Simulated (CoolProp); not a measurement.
Ethanol along the isobar 29.5 MPa: density (kg/m³) from the reference equation and from simpler models built on Tc = 514.7 K, pc = 6.268 MPa, ω = 0.644; each cubic takes its own stable root.

The numbers come from the reference Helmholtz-energy equation of state, Schroeder 2014 in CoolProp.

```json
[
 {"T (K)": "182.8", "phase": "liquid", "reference": "898.9"},
 {"T (K)": "187.8", "phase": "liquid", "reference": "894.5"},
 {"T (K)": "192.8", "phase": "liquid", "reference": "890.2"},
 {"T (K)": "197.8", "phase": "liquid", "reference": "885.9"},
 {"T (K)": "202.8", "phase": "liquid", "reference": "881.8"},
 {"T (K)": "207.8", "phase": "liquid", "reference": "877.6"},
 {"T (K)": "212.8", "phase": "liquid", "reference": "873.6"},
 {"T (K)": "217.8", "phase": "liquid", "reference": "869.5"},
 {"T (K)": "222.8", "phase": "liquid", "reference": "865.5"},
 {"T (K)": "227.8", "phase": "liquid", "reference": "861.6"},
 {"T (K)": "232.8", "phase": "liquid", "reference": "857.7"},
 {"T (K)": "237.8", "phase": "liquid", "reference": "853.8"},
 {"T (K)": "242.8", "phase": "liquid", "reference": "849.9"},
 {"T (K)": "247.8", "phase": "liquid", "reference": "846.1"}
]
```

Q: How far does each simpler model (van der Waals, Redlich-Kwong, Soave-Redlich-Kwong, Peng-Robinson) lie from the reference over these 14 states: mean and median of the absolute difference, and the worst?

A: 
- van der Waals: mean 45.2 %, median 45.2 %, worst -45.7 % at 182.8 K and 29.5 MPa
- Redlich-Kwong: mean 19.9 %, median 19.8 %, worst -20.3 % at 182.8 K and 29.5 MPa
- Soave-Redlich-Kwong: mean 17.2 %, median 17.1 %, worst -18.2 % at 182.8 K and 29.5 MPa
- Peng-Robinson: mean 7.4 %, median 7.3 %, worst -8.6 % at 182.8 K and 29.5 MPa
